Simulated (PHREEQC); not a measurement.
Dissolve 66 mmol/kgw KHCO3, 0.89 mmol/kgw NH3 and 0.36 mmol/kgw NaCl at 25 °C. Closed to the air; pH follows from the charge balance.

The numbers come from PHREEQC with the ion-association model, phreeqc.dat.

Each row changes one thing in this solution. No solid was allowed to form.

```csv
case,pH,ionic strength (mol/kgw),CO3-2 (mol/kgw),NH4+ (mol/kgw),CO2 (mol/kgw),Na+ (mol/kgw),SI of Sylvite (KCl),SI of Halite (NaCl)
as made,8.36,0.0685,0.00130,0.000809,0.000501,0.000348,-5.73,-8.67
0.0018 mol/kgw KF added,8.36,0.0703,0.00130,0.000809,0.000502,0.000348,-5.72,-8.67
temperature from 25 to 20 °C,?,0.0685,0.00130,0.000825,0.000481,0.000349,-5.70,-8.66
diluted 100-fold with water,8.46,0.000681,9.55e-6,7.67e-6,4.88e-6,3.60e-6,?,?
NaCl from 0.00036 to 0.000324 mol/kgw,8.36,0.0684,0.00130,0.000809,0.000500,0.000313,?,-8.76
```

### Question
Fill in the missing entries.

### Answer

- temperature from 25 to 20 °C, pH: 8.41
- diluted 100-fold with water, SI of Sylvite (KCl): -9.55
- diluted 100-fold with water, SI of Halite (NaCl): -12.48
- NaCl from 0.00036 to 0.000324 mol/kgw, SI of Sylvite (KCl): -5.77

Species that the database lacks are ignored.
